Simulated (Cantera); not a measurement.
An isothermal, constant-pressure homogeneous reactor starts with 85.5 % NO, 14.5 % N2, at 2125 K and 0.570 bar.

Computed with Cantera and GRI-Mech 3.0 (53 species, 325 reactions).

One state of this run: x NO = 0.0129; x N2O = 4.56e-7; x O = 0.00143; x NO2 = 1.94e-5; x N2 = 0.566; x O2 = 0.420. x: mole fraction; the columns are a selection and need not sum to one.

**Question.** Which value of t (s) does it belong to?
A. 0.0141
B. 0.645
C. 4.37
D. 1.68

**Answer.** C, 4.37
